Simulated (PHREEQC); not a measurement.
0.073 g of hydrous ferric oxide (600 m²/g; 0.2 weak and 0.005 strong sites per Fe, Dzombak-Morel constants, diffuse double layer) in 1 kg of water with 0.01 mol/kgw of an inert sodium salt and 4.6e-05 mol CuSO4, at 25 °C; the pH is set by adding NaOH or the inert anion's acid. Oxygen is held at 0.21 atm. The system is closed to CO2. No solid was allowed to form.

The numbers come from PHREEQC with the ion-association model, wateq4f.dat.

| pH | S sorbed (%) | Cu sorbed (%) | surface charge σ (C/m²) |
|---|---|---|---|
| 3 | 98.9 | 0.0 | 0.156 |
| 3.67 | 98.1 | 0.2 | 0.127 |
| 4.33 | 94.1 | 3.3 | 0.091 |
| 5 | 80.6 | 16.6 | 0.062 |
| 5.67 | 59.3 | 60.3 | 0.046 |
| 6.33 | 39.1 | 91.9 | 0.037 |
| 7 | 16.9 | 97.7 | 0.028 |
| 7.67 | 2.5 | 97.4 | 0.016 |
| 8.33 | 0.2 | 96.9 | 0.005 |
| 9 | 0.0 | 96.4 | -0.003 |
| 9.67 | 0.0 | 95.8 | -0.014 |
| 10.33 | 0.0 | 94.5 | -0.030 |
| 11 | 0.0 | 91.5 | -0.059 |

The database's constant for dissolved Cu(OH)2 is higher than later reviews accept. The oxide is taken as insoluble; below pH 4 it would dissolve.
